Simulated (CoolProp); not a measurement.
Vapour-liquid equilibrium of CH3F (R41) (1) + chloromethane (R40) (2) at 289.8 K; x and y are mole fractions of (1).

Computed with CoolProp (multi-fluid Helmholtz-energy mixture model, Lemmon 2006 and Thol 2014; pair parameters Bell 2016).

```tsv
x	bubble pressure, mixture model (bar)	bubble pressure, Raoult's law (bar)	y, mixture model	y, Raoult's law
0.05	5.755	5.836	0.237	0.268
0.15	8.308	8.519	0.500	0.552
0.25	10.88	11.20	0.643	0.699
0.35	13.43	13.89	0.733	0.790
0.45	15.97	16.57	0.795	0.851
0.55	18.50	19.25	0.843	0.895
0.65	21.05	21.93	0.882	0.928
0.75	23.69	24.62	0.916	0.954
0.85	26.50	27.30	0.949	0.975
0.95	29.60	29.98	0.982	0.993
```

The largest gap from Raoult's law is -4.0 % in bubble pressure, at x = 0.65. No azeotrope shows between x = 0.05 and 0.95.

The pair parameters rest on a limited set of measurements; away from them the model extrapolates.
